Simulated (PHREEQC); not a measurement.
# Acid mine or pickling water: an equilibrium model

A made-up water analysis in mmol/kgw, 51 °C, pH 1.9, pe 12.7:

```json
[
 {"constituent": "Na", "mmol/kgw": "43.9"},
 {"constituent": "K", "mmol/kgw": "6.95e-06"},
 {"constituent": "Ca", "mmol/kgw": "7.75"},
 {"constituent": "Mg", "mmol/kgw": "2.17"},
 {"constituent": "Cl", "mmol/kgw": "9.69"},
 {"constituent": "S(6)", "mmol/kgw": "39.9"},
 {"constituent": "Fe(3)", "mmol/kgw": "0.0105"},
 {"constituent": "Mn(2)", "mmol/kgw": "0.282"},
 {"constituent": "Cu(2)", "mmol/kgw": "0.00985"}
]
```

Valence states are taken as typed.

Equilibrium calculation in PHREEQC: ion-association model, wateq4f.dat.

Each row changes one thing in this solution. No solid was allowed to form.

```
case                                               ionic strength (mol/kgw)  Na+ (mol/kgw)  HSO4- (mol/kgw)  SO4-2 (mol/kgw)  Ca+2 (mol/kgw)  CaSO4 (mol/kgw)  SI of Goethite (FeOOH)  SI of Gypsum (CaSO4:2H2O)
-------------------------------------------------  ------------------------  -------------  ---------------  ---------------  --------------  ---------------  ----------------------  -------------------------
as made                                                              0.0880         0.0424           0.0178           0.0163         0.00467          0.00269                   +0.29                      -0.34
all concentrations times 3 at the same typed pH                       0.242          0.123           0.0427                ?          0.0113           0.0102                   +0.34                      +0.26
S(6) from 39.9 to 19.9 mmol/kgw                                      0.0685              ?          0.00873          0.00752               ?          0.00178                       ?                      -0.52
temperature from 51 to 35 °C at the same typed pH                         ?         0.0423           0.0145           0.0195         0.00460          0.00284                   -0.16                      -0.29
```

Question: Complete the blanks.

Answer: 
- all concentrations times 3 at the same typed pH, SO4-2 (mol/kgw): 0.0514
- S(6) from 39.9 to 19.9 mmol/kgw, Na+ (mol/kgw): 0.0431
- S(6) from 39.9 to 19.9 mmol/kgw, Ca+2 (mol/kgw): 0.00572
- S(6) from 39.9 to 19.9 mmol/kgw, SI of Goethite (FeOOH): +0.60
- temperature from 51 to 35 °C at the same typed pH, ionic strength (mol/kgw): 0.0927

Complexes and solids missing from the database can't appear. Some of these states are supersaturated (in Hematite (slow to form), Goethite (slow to form), Gypsum, for instance). At this temperature some constants are extrapolated from 25 °C, and those without enthalpy data are left unchanged.
